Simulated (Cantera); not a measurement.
A perfectly stirred reactor is fed with 5.56 % C₃H₈, 19.9 % O₂, 74.6 % N₂, at 2.00 bar; it is adiabatic with a 700 K inlet, and is followed from long to short residence time, starting on the burning branch (τ in s: 0.045, 0.019, 0.0076, 0.0031, 0.0013, 0.00053, 0.00022, 9.1e-05, 3.7e-05, 1.5e-05).

Detailed kinetics in Cantera: GRI-Mech 3.0 (53 species, 325 reactions). GRI-Mech 3.0 was tuned for natural gas; its chemistry of propane as a main component is partial and can be far from experiment.

Question: Predict: blow-out, bracketed by the residence times tried; x(C₃H₈) at τ = 45.0 ms; x(O₂) at τ = 45.0 ms; x(CH₂CO) at τ = 45.0 ms; x(C₂H₆) at τ = 45.0 ms; x(HCN) at τ = 45.0 ms; x(C₃H₈) at τ = 0.530 ms; x(O₂) at τ = 0.530 ms; x(CH₂CO) at τ = 0.530 ms; x(C₂H₆) at τ = 0.530 ms; x(HCN) at τ = 0.530 ms.

Answer: 
| Quantity | Result |
|---|---|
| blow-out, bracketed by the residence times tried | burning at 37.0 µs, out at 15.0 µs |
| x(C₃H₈) at τ = 45.0 ms | 2.02e-7 |
| x(O₂) at τ = 45.0 ms | 0.000108 |
| x(CH₂CO) at τ = 45.0 ms | 2.93e-7 |
| x(C₂H₆) at τ = 45.0 ms | 3.30e-9 |
| x(HCN) at τ = 45.0 ms | 4.85e-6 |
| x(C₃H₈) at τ = 0.530 ms | 9.09e-6 |
| x(O₂) at τ = 0.530 ms | 0.00172 |
| x(CH₂CO) at τ = 0.530 ms | 5.66e-6 |
| x(C₂H₆) at τ = 0.530 ms | 1.47e-7 |
| x(HCN) at τ = 0.530 ms | 7.52e-5 |
